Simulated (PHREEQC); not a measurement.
Solution (25 °C): 31 mmol/kgw H3PO4, 0.0017 mmol/kgw CaSO4 and 0.035 mmol/kgw NH4HF2. Closed to the air; pH follows from the charge balance.

Model: ion-association model, phreeqc.dat, run in PHREEQC.

No solid was allowed to form.

What pH, ionic strength does the model give?

pH 1.95; ionic strength 0.0125 mol/kgw.

In which forms is S present?

SO4-2 56 %, HSO4- 44 % of the S.
